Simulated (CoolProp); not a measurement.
Computed with CoolProp (reference Helmholtz-energy equation of state, Lemmon 2022).

Give the vapour pressure (kPa), vapour Z, vapour viscosity (µPa s) of saturated R1234yf at 223.6, 237.3, 251 K.


```json
[
 {"T (K)": "223.6", "p (kPa)": "38.1", "vapour Z": "0.977", "vapour viscosity (µPa s)": "9.22"},
 {"T (K)": "237.3", "p (kPa)": "75.8", "vapour Z": "0.963", "vapour viscosity (µPa s)": "9.80"},
 {"T (K)": "251", "p (kPa)": "138", "vapour Z": "0.943", "vapour viscosity (µPa s)": "10.4"}
]
```

Viscosity comes from a separate model (Bell 2016), an estimate that may be off by 10 % or more.
